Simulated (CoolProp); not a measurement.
Vapour-liquid equilibrium of acetone (1) + cyclohexane (2) at 0.677 MPa; x and y are mole fractions of (1).

Values from CoolProp's multi-fluid Helmholtz-energy mixture model, Lemmon 2006 and Zhou 2014; pair parameters Bell 2016.

Task: Give the bubble temperature and the first vapour's composition at x = 0.45, 0.55, 0.95. Is there an azeotrope?

Result: x = 0.45: 126.9 °C, y = 0.617; x = 0.55: 125.3 °C, y = 0.663; x = 0.95: 124.2 °C, y = 0.938. y crosses x between x = 0.75 and 0.85: the model has an azeotrope there.

Pair parameters are fitted to limited data, so mixtures are less certain than the pure fluids.
